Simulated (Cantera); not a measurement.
A closed system holds: 1 mol SiH₄, 0.28 mol HCl, 11 mol H₂, equilibrated at 1377 °C and 0.810 bar.

These are equilibrium values from Cantera (NASA tables, ideal gas, pure condensed phases), not measurements of a reactor. Candidate condensed phases: Si; 19 gas species. The tables' values for SiCl₃ are old estimates; treat these amounts as uncertain. Kinetics and transport are ignored.

Base state: H₂ 0.980, HCl 0.0185, SiCl₂ 0.00124, H 9.99e-5, SiCl₃ 2.16e-5, SiH₂Cl₂ 1.12e-5 (mole fractions); condensed: Si(s).

### Question
What changes in the equilibrium state with this change: temperature from 1377 °C to 752 °C?

### Answer
```tsv
species	before	after
H₂	0.980	0.990
HCl	0.0185	0.00562
SiHCl₃	7.39e-6	0.00255
H	9.99e-5	4.82e-9
SiCl₄	8.30e-7	0.00168
SiH₂Cl₂	1.12e-5	0.000428
SiCl₂	0.00124	5.69e-5
Si(s), mol	0.983	0.937
```
